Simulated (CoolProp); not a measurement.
Properties of dimethyl ether along the isobar 1820 kPa.

Model: reference Helmholtz-energy equation of state, Wu 2011, in CoolProp.

```
T (°C)   phase  cp (kJ/(kg K))  cv (kJ/(kg K))  Joule-Thomson coefficient (K/MPa)  viscosity (µPa s)
------  ------  --------------  --------------  ---------------------------------  -----------------
-51.25  liquid           2.174           1.467                            -0.3756                300
-17.15  liquid           2.253           1.488                            -0.3127                193
17.05   liquid           2.382           1.528                            -0.2052                139
51.15   liquid           2.599           1.590                           0.002446                103
85.25      gas           2.100           1.595                              15.62                [?]
119.45     gas           1.970             [?]                                [?]                [?]
153.55     gas           1.974           1.685                              8.045                [?]
187.65     gas           2.024           1.766                              6.268               14.9
221.85     gas           2.093             [?]                              5.044               16.2
```

Fill in the missing entries.


- 85.25, viscosity (µPa s): 11.5
- 119.45, cv (kJ/(kg K)): 1.620
- 119.45, Joule-Thomson coefficient (K/MPa): 10.81
- 119.45, viscosity (µPa s): 12.6
- 153.55, viscosity (µPa s): 13.7
- 221.85, cv (kJ/(kg K)): 1.853

Viscosity comes from a separate model (Meng 2012).
